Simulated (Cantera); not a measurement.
A Cantera script and its output.

```python
import numpy as np
import cantera as ct

gas = ct.Solution("gri30.yaml")
gas.TPX = 1525, 2800000, {'CH4': 1, 'CO': 1, 'O2': 1.25, 'N2': 4.7}
reactor = ct.IdealGasReactor(gas, energy="on", clone=False)
net = ct.ReactorNet([reactor])
net.rtol, net.atol = 1e-08, 1e-16
show = ['CH4', 'CO', 'O2', 'CH2CO', 'C2H2', 'OH']
times = np.geomspace(1e-06, 0.2, 11)

steps = ct.SolutionArray(gas, extra=["t"])
rows = []
print(f"{'t/s':>10s}{'T/K':>9s}{'P/Pa':>11s}" + "".join(f"{s:>11s}" for s in show))
for t in times:
    while net.time < t:
        t_next = net.step()
        steps.append(gas.state, t=t_next)
    rows.append([np.interp(t, steps.t, y) for y in (steps.T, steps.P, *steps(*show).X.T)])
    print(f"{t:10.3e}{rows[-1][0]:9.1f}{rows[-1][1]:11.4g}" + "".join(f"{x:11.3e}" for x in rows[-1][2:]))
rate = np.gradient(steps.T, steps.t)
print("integrator steps:", len(steps.t))
if steps.T.max() > steps.T[0] + 200:
    print(f"time of steepest temperature rise: {steps.t[rate.argmax()]:.4e} s")
gas.TPX = 1525, 2800000, {'CH4': 1, 'CO': 1, 'O2': 1.25, 'N2': 4.7}
gas.equilibrate("UV")
print(f"equilibrium (UV): T = {gas.T:.1f} K  " + "  ".join(f"{s} {gas[s].X[0]:.3e}" for s in show))
```

Result:

```
       t/s      T/K       P/Pa        CH4         CO         O2      CH2CO       C2H2         OH
 1.000e-06   1525.0    2.8e+06  1.258e-01  1.258e-01  1.572e-01  5.654e-10  3.493e-14  5.205e-08
 3.389e-06   1525.1    2.8e+06  1.257e-01  1.258e-01  1.572e-01  8.613e-09  8.580e-12  1.087e-07
 1.149e-05   1526.5  2.803e+06  1.254e-01  1.257e-01  1.570e-01  1.151e-07  1.805e-09  2.390e-07
 3.893e-05   1538.6  2.824e+06  1.235e-01  1.255e-01  1.558e-01  1.489e-06  1.407e-07  5.287e-07
 1.320e-04   2999.5  6.057e+06  2.625e-09  1.921e-01  6.656e-05  4.035e-11  2.743e-11  2.909e-03
 4.472e-04   2998.9  6.056e+06  2.643e-09  1.921e-01  6.615e-05  4.058e-11  2.760e-11  2.899e-03
 1.516e-03   2998.9  6.056e+06  2.643e-09  1.921e-01  6.615e-05  4.058e-11  2.760e-11  2.899e-03
 5.137e-03   2998.9  6.056e+06  2.643e-09  1.921e-01  6.615e-05  4.058e-11  2.760e-11  2.899e-03
 1.741e-02   2998.9  6.056e+06  2.643e-09  1.921e-01  6.615e-05  4.058e-11  2.760e-11  2.899e-03
 5.901e-02   2998.9  6.056e+06  2.643e-09  1.921e-01  6.615e-05  4.058e-11  2.760e-11  2.899e-03
 2.000e-01   2998.9  6.056e+06  2.643e-09  1.921e-01  6.615e-05  4.058e-11  2.760e-11  2.899e-03
integrator steps: 2001
time of steepest temperature rise: 1.0271e-04 s
equilibrium (UV): T = 2998.9 K  CH4 2.933e-09  CO 1.921e-01  O2 6.615e-05  CH2CO 4.390e-11  C2H2 2.983e-11  OH 2.899e-03
```

Cantera simulation using GRI-Mech 3.0 (53 species, 325 reactions); the numbers are that mechanism's predictions, not measurements. The pressure lies above the range GRI-Mech 3.0 was tuned for (to about 10 atm).
